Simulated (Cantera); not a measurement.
Feed: 1 mol HI, 0.17 mol H2O, held at 1425 K and 0.270 Torr.

These are equilibrium values from Cantera (NASA tables, ideal gas, pure condensed phases), not measurements of a reactor. Candidate condensed phases: H2O, I2; 12 gas species. Rates play no part.

Base state: I 0.579, H2 0.290, H2O 0.103, HI 0.0280, H 0.000193, I2 0.000154 (mole fractions); condensed: gas only.

Problem. What changes in the equilibrium state with this change: temperature from 1425 K to 3000 K?

Solution. 
```
species    before     after
-------  --------  --------
H        0.000193     0.528
I           0.579     0.400
O           <1e-9    0.0670
H2          0.290   0.00402
H2O         0.103   1.91e-5
HI         0.0280   5.12e-5
O2          <1e-9  0.000126
I2       0.000154   7.11e-8
```
